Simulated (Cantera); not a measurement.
A Cantera script and its output.

```python
import numpy as np
import cantera as ct

gas = ct.Solution("gri30.yaml")
gas.TPX = 1200, 1333, {'H2': 0.075, 'O2': 1, 'N2': 0.6}
reactor = ct.IdealGasConstPressureReactor(gas, energy="off", clone=False)
net = ct.ReactorNet([reactor])
net.rtol, net.atol = 1e-08, 1e-18
show = ['H2', 'O2', 'H2O', 'OH', 'NO2', 'H2O2', 'HO2']
times = np.geomspace(3e-05, 30, 13)

steps = ct.SolutionArray(gas, extra=["t"])
rows = []
print(f"{'t/s':>10s}{'T/K':>9s}{'P/Pa':>11s}" + "".join(f"{s:>11s}" for s in show))
for t in times:
    while net.time < t:
        t_next = net.step()
        steps.append(gas.state, t=t_next)
    rows.append([np.interp(t, steps.t, y) for y in (steps.T, steps.P, *steps(*show).X.T)])
    print(f"{t:10.3e}{rows[-1][0]:9.1f}{rows[-1][1]:11.4g}" + "".join(f"{x:11.3e}" for x in rows[-1][2:]))
rate = np.gradient(steps.T, steps.t)
print("integrator steps:", len(steps.t))
if steps.T.max() > steps.T[0] + 200:
    print(f"time of steepest temperature rise: {steps.t[rate.argmax()]:.4e} s")
gas.TPX = 1200, 1333, {'H2': 0.075, 'O2': 1, 'N2': 0.6}
gas.equilibrate("TP")
print(f"equilibrium (TP): T = {gas.T:.1f} K  " + "  ".join(f"{s} {gas[s].X[0]:.3e}" for s in show))
```

Output:

```
       t/s      T/K       P/Pa         H2         O2        H2O         OH        NO2       H2O2        HO2
 3.000e-05   1200.0       1333  4.478e-02  5.970e-01  1.834e-11  1.268e-10  6.518e-31  4.008e-14  7.368e-10
 9.487e-05   1200.0       1333  4.478e-02  5.970e-01  4.389e-10  9.027e-10  1.251e-28  4.000e-13  2.332e-09
 3.000e-04   1200.0       1333  4.478e-02  5.970e-01  9.671e-09  6.707e-09  2.871e-26  3.987e-12  7.394e-09
 9.487e-04   1200.0       1333  4.478e-02  5.970e-01  7.023e-07  2.883e-07  1.723e-23  4.028e-11  2.513e-08
 3.000e-03   1200.0       1333  2.244e-02  5.816e-01  1.675e-02  4.375e-03  1.462e-14  1.769e-07  2.470e-06
 9.487e-03   1200.0       1333  9.050e-04  5.658e-01  3.881e-02  2.773e-03  3.060e-12  6.708e-08  2.447e-06
 3.000e-02   1200.0       1333  6.411e-04  5.729e-01  4.125e-02  2.344e-03  1.113e-11  7.064e-08  2.290e-06
 9.487e-02   1200.0       1333  2.487e-04  5.821e-01  4.413e-02  1.465e-03  3.204e-11  6.819e-08  1.731e-06
 3.000e-01   1200.0       1333  4.266e-05  5.867e-01  4.539e-02  6.087e-04  1.099e-10  4.393e-08  7.601e-07
 9.487e-01   1200.0       1333  5.256e-06  5.876e-01  4.568e-02  2.150e-04  2.783e-10  1.698e-08  1.838e-07
 3.000e+00   1200.0       1333  7.622e-07  5.877e-01  4.576e-02  8.235e-05  3.639e-10  5.041e-09  3.706e-08
 9.487e+00   1200.0       1333  1.458e-07  5.878e-01  4.578e-02  3.617e-05  3.545e-10  1.418e-09  9.362e-09
 3.000e+01   1200.0       1333  3.496e-08  5.878e-01  4.579e-02  1.776e-05  4.843e-10  4.164e-10  4.841e-09
integrator steps: 1865
equilibrium (TP): T = 1200.0 K  H2 6.619e-09  O2 5.877e-01  H2O 4.580e-02  OH 7.735e-06  NO2 7.295e-07  H2O2 9.711e-11  HO2 6.672e-09
```

Cantera simulation using GRI-Mech 3.0 (53 species, 325 reactions); the numbers are that mechanism's predictions, not measurements. Radical loss at walls, strong at low pressure, is not modelled. The temperature is held fixed by assumption; the heat of reaction is taken as removed at once.
